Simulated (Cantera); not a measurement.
Standard-state values (1 bar) from the NASA 1993 polynomials, evaluated with Cantera. Values are per mole of reaction as written; species without (g) are pure solids or liquids, kept so even where they would boil at 1 bar.

Q: Between 1475 and 1925 K, where is each reaction favourable under standard conditions?
- Cl₂(g) + SrO = SrCl₂ + O(g)
- SrO = O(g) + Sr
- O₂(g) + 2 SrCl₂ = 2 SrO + 4 Cl(g)

A: 
- Cl₂(g) + SrO = SrCl₂ + O(g): ΔG° is -15 kJ at 1475 K and -41 kJ at 1925 K; it stays negative (K > 1). ΔH° is 77 kJ and ΔS° 61 J/K at 1925 K.
- SrO = O(g) + Sr: ΔG° is 601 kJ at 1475 K and 526 kJ at 1925 K; it stays positive (K < 1). ΔH° is 847 kJ and ΔS° 167 J/K at 1925 K.
- O₂(g) + 2 SrCl₂ = 2 SrO + 4 Cl(g): ΔG° is 490 kJ at 1475 K and 373 kJ at 1925 K; it stays positive (K < 1). ΔH° is 864 kJ and ΔS° 255 J/K at 1925 K.
